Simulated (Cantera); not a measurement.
# Equilibrium for aluminium and copper etching: Cu + HF + N2

A closed system holds: 1 mol Cu, 2.9 mol HF, 0.2 mol N2, held at 0.590 bar.

Method: chemical equilibrium by Gibbs-energy minimisation in Cantera with the NASA 1993 tables (ideal gas, pure condensed phases). Candidate condensed phases: Cu, CuF2; 25 gas species. Equilibrium is a limit: real reactors are often held back by kinetics, nucleation or transport.

```
T (°C)   x HF    x N2     x CuF      x H2     x Cu  n Cu(s)  n Cu(l)
------  -----  ------  --------  --------  -------  -------  -------
950     0.935  0.0645   3.90e-5   1.99e-5  3.89e-8    1.000        0
1000    0.935  0.0645   7.51e-5   3.81e-5  1.40e-7    1.000        0
1050    0.935  0.0645  0.000138   6.96e-5  4.55e-7    1.000        0
1100    0.935  0.0645  0.000239  0.000121  1.34e-6        0    0.999
1150    0.935  0.0645  0.000391  0.000197  3.55e-6        0    0.999
1200    0.935  0.0645  0.000618  0.000311  8.77e-6        0    0.998
1250    0.934  0.0645  0.000947  0.000476  2.04e-5        0    0.997
```
x: gas mole fraction; n: condensed amount in mol.

From 950 °C to 1050 °C the condensed part is Cu(s). From 1100 °C to 1250 °C the condensed part is Cu(l). The main Cu-bearing gas is CuF throughout.
